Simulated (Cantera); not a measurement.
An isothermal, constant-pressure homogeneous reactor starts with CH₄ : H₂O : N₂ = 1 : 4.1 : 0.02 (molar parts), at 1873 K and 0.630 bar.

Computed with Cantera and GRI-Mech 3.0 (53 species, 325 reactions).

x: mole fraction; the columns are a selection and need not sum to one.

```json
[
 {"t (s)": "0.000900", "x CH₄": "0.0693", "x H₂O": "0.705", "x CH₂O": "[?]", "x CH₂CO": "0.000145", "x O": "5.04e-8"},
 {"t (s)": "0.00181", "x CH₄": "0.0427", "x H₂O": "0.674", "x CH₂O": "[?]", "x CH₂CO": "0.000161", "x O": "4.52e-8"},
 {"t (s)": "0.00365", "x CH₄": "0.0258", "x H₂O": "0.639", "x CH₂O": "[?]", "x CH₂CO": "0.000152", "x O": "4.51e-8"},
 {"t (s)": "0.00734", "x CH₄": "0.0178", "x H₂O": "0.595", "x CH₂O": "[?]", "x CH₂CO": "0.000118", "x O": "4.47e-8"},
 {"t (s)": "0.0148", "x CH₄": "0.0142", "x H₂O": "0.544", "x CH₂O": "[?]", "x CH₂CO": "7.31e-5", "x O": "4.19e-8"},
 {"t (s)": "0.0297", "x CH₄": "0.0109", "x H₂O": "0.491", "x CH₂O": "[?]", "x CH₂CO": "3.61e-5", "x O": "3.93e-8"},
 {"t (s)": "0.0598", "x CH₄": "0.00684", "x H₂O": "0.446", "x CH₂O": "[?]", "x CH₂CO": "1.27e-5", "x O": "3.76e-8"},
 {"t (s)": "0.120", "x CH₄": "0.00279", "x H₂O": "0.419", "x CH₂O": "[?]", "x CH₂CO": "2.25e-6", "x O": "3.60e-8"},
 {"t (s)": "0.242", "x CH₄": "0.000385", "x H₂O": "0.410", "x CH₂O": "[?]", "x CH₂CO": "7.81e-8", "x O": "3.49e-8"},
 {"t (s)": "0.488", "x CH₄": "3.22e-6", "x H₂O": "0.410", "x CH₂O": "1.39e-8", "x CH₂CO": "1.77e-10", "x O": "3.60e-8"},
 {"t (s)": "0.981", "x CH₄": "1.11e-9", "x H₂O": "0.410", "x CH₂O": "1.33e-8", "x CH₂CO": "<1e-12", "x O": "3.61e-8"},
 {"t (s)": "1.98", "x CH₄": "9.89e-10", "x H₂O": "0.410", "x CH₂O": "1.33e-8", "x CH₂CO": "<1e-12", "x O": "3.61e-8"},
 {"t (s)": "3.97", "x CH₄": "9.89e-10", "x H₂O": "0.410", "x CH₂O": "1.33e-8", "x CH₂CO": "<1e-12", "x O": "3.61e-8"},
 {"t (s)": "8.00", "x CH₄": "9.89e-10", "x H₂O": "0.410", "x CH₂O": "1.33e-8", "x CH₂CO": "<1e-12", "x O": "3.61e-8"}
]
```

Some entries are withheld; supply them.


- 0.000900, x CH₂O: 5.76e-5
- 0.00181, x CH₂O: 3.25e-5
- 0.00365, x CH₂O: 1.83e-5
- 0.00734, x CH₂O: 1.08e-5
- 0.0148, x CH₂O: 6.50e-6
- 0.0297, x CH₂O: 3.65e-6
- 0.0598, x CH₂O: 1.75e-6
- 0.120, x CH₂O: 6.06e-7
- 0.242, x CH₂O: 8.91e-8
